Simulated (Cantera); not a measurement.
An isothermal, constant-pressure homogeneous reactor starts with CH4 : CO2 = 1 : 3.9 (molar parts), at 1298 K and 9.87 atm. Integrator tolerance rtol = 1e-08.

Cantera simulation using GRI-Mech 3.0 (53 species, 325 reactions); the numbers are that mechanism's predictions, not measurements.

**Question.** What does this change do: temperature 1298 to 1275 K?

**Answer.** 
```json
[
 {"quantity": "x(CH4) at 50.0 s", "before": "0.0690 (gas-phase equilibrium 5.74e-5)", "after": "0.0917 (gas-phase equilibrium 8.97e-5)"},
 {"quantity": "x(CO2) at 50.0 s", "before": "0.555 (gas-phase equilibrium 0.270)", "after": "0.615 (gas-phase equilibrium 0.273)"},
 {"quantity": "x(H) at 50.0 s", "before": "5.20e-8 (gas-phase equilibrium 1.27e-7)", "after": "2.01e-8 (gas-phase equilibrium 8.85e-8)"},
 {"quantity": "x(CH3) at 50.0 s", "before": "2.89e-6 (gas-phase equilibrium 1.03e-9)", "after": "2.16e-6 (gas-phase equilibrium 1.09e-9)"},
 {"quantity": "x(O2) at 50.0 s", "before": "<1e-12 (gas-phase equilibrium <1e-12)", "after": "<1e-12 (gas-phase equilibrium <1e-12)"},
 {"quantity": "x(CH2) at 50.0 s", "before": "2.33e-11 (gas-phase equilibrium <1e-12)", "after": "1.27e-11 (gas-phase equilibrium <1e-12)"},
 {"quantity": "x(HO2) at 50.0 s", "before": "<1e-12 (gas-phase equilibrium <1e-12)", "after": "<1e-12 (gas-phase equilibrium <1e-12)"}
]
```

**Question.** What does this change do: temperature 1298 to 1200 K?

**Answer.** 
```tsv
quantity	before	after
x(CH4) at 50.0 s	0.0690 (gas-phase equilibrium 5.74e-5)	0.189 (gas-phase equilibrium 0.000429)
x(CO2) at 50.0 s	0.555 (gas-phase equilibrium 0.270)	0.779 (gas-phase equilibrium 0.283)
x(H) at 50.0 s	5.20e-8 (gas-phase equilibrium 1.27e-7)	1.17e-9 (gas-phase equilibrium 2.44e-8)
x(CH3) at 50.0 s	2.89e-6 (gas-phase equilibrium 1.03e-9)	5.95e-7 (gas-phase equilibrium 1.32e-9)
x(O2) at 50.0 s	<1e-12 (gas-phase equilibrium <1e-12)	<1e-12 (gas-phase equilibrium <1e-12)
x(CH2) at 50.0 s	2.33e-11 (gas-phase equilibrium <1e-12)	<1e-12 (gas-phase equilibrium <1e-12)
x(HO2) at 50.0 s	<1e-12 (gas-phase equilibrium <1e-12)	<1e-12 (gas-phase equilibrium <1e-12)
```
